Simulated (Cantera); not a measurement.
An isothermal, constant-pressure homogeneous reactor starts with C2H6 : N2 = 1 : 160 (molar parts), at 1150 K and 0.0132 atm. Integrator tolerance rtol = 1e-08.

Cantera simulation using GRI-Mech 3.0 (53 species, 325 reactions); the numbers are that mechanism's predictions, not measurements. GRI-Mech 3.0 stops at C3 and has no aromatics, soot or wall deposition, so with more carbon than oxygen in the feed, carbon stays in small species such as C2H2 where larger ones or solid carbon would form. Radical loss at walls, strong at low pressure, is not modelled.

```csv
quantity,before,after
x(C2H6) at 30.0 s,5.09e-7 (gas-phase equilibrium 1.99e-10),<1e-12 (gas-phase equilibrium <1e-12)
x(CH4) at 30.0 s,0.000784 (gas-phase equilibrium 6.58e-5),7.27e-8 (gas-phase equilibrium 2.39e-8)
x(CH2) at 30.0 s,3.01e-12 (gas-phase equilibrium <1e-12),7.15e-10 (gas-phase equilibrium 2.79e-10)
x(C2H) at 30.0 s,8.47e-12 (gas-phase equilibrium <1e-12),1.00e-6 (gas-phase equilibrium 6.67e-8)
x(C2H2) at 30.0 s,0.00356 (gas-phase equilibrium 0.000980),0.00606 (gas-phase equilibrium 0.000370)
x(HCN) at 30.0 s,4.99e-9 (gas-phase equilibrium 0.0102),0.000143 (gas-phase equilibrium 0.0115)
x(C2H4) at 30.0 s,0.00220 (gas-phase equilibrium 4.32e-6),2.72e-8 (gas-phase equilibrium 1.66e-9)
```

**Question.** What was changed between the two runs?
(A) C2H6 1 to 2.7 parts
(B) N2 160 to 38 parts
(C) temperature 1150 to 1900 K
(D) temperature 1150 to 1775 K

**Answer.** D, temperature 1150 to 1775 K
